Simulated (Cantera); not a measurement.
Input: 1 mol CO2, 0.82 mol H2O, 4.2 mol H2, equilibrated at 1500 K and 2.48 Torr.

These are equilibrium values from Cantera (NASA tables, ideal gas, pure condensed phases), not measurements of a reactor. Candidate condensed phases: C, C6H6, C7H8, C8H18, H2O; 110 gas species. Rates play no part.

**Question.** What is the equilibrium state?

**Answer.** 
| Item | Value |
|---|---|
| x(H2) | 0.558 |
| x(H2O) | 0.276 |
| x(CO) | 0.139 |
| x(CO2) | 0.0266 |
| x(H) | 0.000229 |
| x(OH) | 3.23e-6 |
| gas amount | 6.021 mol |
| log10 activity of C(graphite) (absent) | -5.80 |
